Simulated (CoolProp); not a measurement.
The fluid at 298.15 K and 0.219 MPa (gas) is heated at constant pressure to 428.9 K. The same conditions are run with several fluids, on thermodynamics alone (safety and materials aside).

Values from CoolProp's reference Helmholtz-energy equation of state of each fluid (ethylene: Smukala 2000; sulfur dioxide: Gao 2016; R404A: Lemmon 2003; hydrogen sulfide: Lemmon 2006). Blends and air are pseudo-pure fits.

Rank ethylene, sulfur dioxide, R404A, hydrogen sulfide by heat (kJ/kg), highest first.

ethylene (232), hydrogen sulfide (136), R404A (129), sulfur dioxide (89.7)

```csv
fluid,final density (kg/m³)
ethylene,1.73
sulfur dioxide,3.97
R404A,6.05
hydrogen sulfide,2.10
```
